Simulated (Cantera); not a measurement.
**Equilibrium for iron carbonyl, mercury and lead vapours: PbO + H₂ + N₂**

Input: 1 mol PbO, 2.6 mol H₂, 27 mol N₂, held at 0.000190 bar.

Method: chemical equilibrium by Gibbs-energy minimisation in Cantera with the NASA 1993 tables (ideal gas, pure condensed phases). Candidate condensed phases: H₂O, Pb, PbO, PbO₂, Pb₃O₄; 27 gas species. Equilibrium is a limit: real reactors are often held back by kinetics, nucleation or transport.

```csv
T (K),x N₂,x H₂,x H₂O,x Pb,x H,x PbO,n Pb(l)
748,0.912,0.0541,0.0338,4.61e-5,4.85e-12,<1e-12,0.999
798,0.912,0.0540,0.0338,0.000301,4.49e-11,1.29e-11,0.991
848,0.911,0.0540,0.0337,0.00157,3.21e-10,1.98e-10,0.953
898,0.906,0.0537,0.0336,0.00682,1.84e-9,2.24e-9,0.797
948,0.889,0.0527,0.0329,0.0252,8.73e-9,1.95e-8,0.235
998,0.882,0.0523,0.0327,0.0327,3.57e-8,5.49e-8,0
1048,0.882,0.0523,0.0327,0.0327,1.28e-7,1.11e-7,0
1098,0.882,0.0523,0.0327,0.0327,4.10e-7,2.10e-7,0
1148,0.882,0.0523,0.0327,0.0327,1.19e-6,3.77e-7,0
1198,0.882,0.0523,0.0327,0.0327,3.15e-6,6.46e-7,0
1248,0.882,0.0523,0.0327,0.0327,7.75e-6,1.06e-6,0
```
x: gas mole fraction; n: condensed amount in mol.

From 748 K to 948 K the condensed part is Pb(l). From 998 K to 1248 K nothing is condensed. The main Pb-bearing gas is Pb throughout.
